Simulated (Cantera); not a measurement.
Cantera run, input and output.

```python
import numpy as np
import cantera as ct

gas = ct.Solution("gri30.yaml")


def delay(T, t_max=10):
    gas.TPX = T, 500000, {'CH4': 1, 'CO': 0.29, 'O2': 1.79, 'N2': 6.72}
    reactor = ct.IdealGasConstPressureReactor(gas, clone=False)
    net = ct.ReactorNet([reactor])
    net.rtol, net.atol = 1e-8, 1e-16
    while net.time < t_max:
        t_old, T_old = net.time, reactor.T
        net.step()
        if reactor.T > T + 400:  # ignition: a rise of 400 K
            return t_old + (T + 400 - T_old) / (reactor.T - T_old) * (net.time - t_old)
    return np.nan


taus = []
for T in [1300, 1350, 1400, 1450, 1500, 1550]:
    taus.append(delay(T))
    print(f"T0 = {T:6g} K   tau = {taus[-1]:.4e} s")
```

Result:

```
T0 =   1300 K   tau = 3.9019e-03 s
T0 =   1350 K   tau = 2.1077e-03 s
T0 =   1400 K   tau = 1.1719e-03 s
T0 =   1450 K   tau = 6.6960e-04 s
T0 =   1500 K   tau = 3.9297e-04 s
T0 =   1550 K   tau = 2.3703e-04 s
```

Model: GRI-Mech 3.0 (53 species, 325 reactions), integrated in Cantera.
